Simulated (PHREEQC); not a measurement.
## Brine

Solution (56 °C): 1.6 mol Na2SO4 and 0.022 mol K2SO4 per kg of water. Closed to the air; pH follows from the charge balance.

Equilibrium calculation in PHREEQC: Pitzer model, pitzer.dat.

```
Item                        Value
-------------------  ------------
ionic strength       4.87 mol/kgw
activity of water           0.944
density               1.159 g/cm³
osmotic coefficient         0.659
```

| species | molality | activity | log γ |
|---|---|---|---|
| Na+ | 3.20 | 1.41 | -0.357 |
| SO4-2 | 1.62 | 0.0439 | -1.568 |
| K+ | 0.0440 | 0.0162 | -0.435 |
| OH- | 1.90e-6 | 1.04e-6 | -0.260 |
| HSO4- | 1.73e-6 | 7.22e-7 | -0.379 |
| H+ | 1.70e-7 | 7.00e-8 | -0.385 |

This is a speciation only: nothing precipitates in the calculation. Species that the database lacks are ignored. Away from 25 °C the constants follow the database's enthalpies or fits; those with neither stay at their 25 °C values.
